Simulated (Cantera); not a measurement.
Feed: 1 mol CH₄, 1.8 mol CO₂, at 1.50 bar.

Equilibrium computed with Cantera from the NASA thermochemical tables; the gas is ideal and each condensed phase is pure. Candidate condensed phases: C, C₆H₆, C₇H₈, C₈H₁₈, H₂O; 131 gas species. Ions and electrons are included (thermal ionisation). Rates play no part.

x: gas mole fraction; nothing condenses.

```tsv
T (K)	x CO	x H	x H₂	x H₂O	x O	x CO₂	x OH
2500	0.541	0.0109	0.282	0.126	2.56e-5	0.0389	0.00101
2750	0.538	(withheld)	0.270	0.124	(withheld)	0.0361	(withheld)
3000	0.528	(withheld)	(withheld)	0.115	(withheld)	(withheld)	(withheld)
3250	0.509	0.122	0.217	0.0946	0.00708	0.0281	0.0211
3500	0.480	0.203	0.177	0.0621	0.0219	0.0203	0.0327
3750	0.446	0.296	0.131	0.0299	0.0457	0.0118	0.0354
4000	0.416	0.381	0.0858	0.0107	0.0695	0.00583	0.0278
4250	0.395	0.442	0.0509	0.00319	0.0859	0.00271	0.0178
4500	0.383	0.479	0.0288	0.000896	0.0950	0.00127	0.0104
4750	0.377	0.500	0.0163	0.000260	0.0998	0.000631	0.00601
5000	0.373	0.511	0.00946	8.10e-5	0.102	0.000331	0.00353
```

Q: Fill in the missing entries.

A: 
- 2750, x H: 0.0290
- 2750, x O: 0.000244
- 2750, x OH: 0.00358
- 3000, x H: 0.0642
- 3000, x H₂: 0.248
- 3000, x O: 0.00157
- 3000, x CO₂: 0.0330
- 3000, x OH: 0.00989
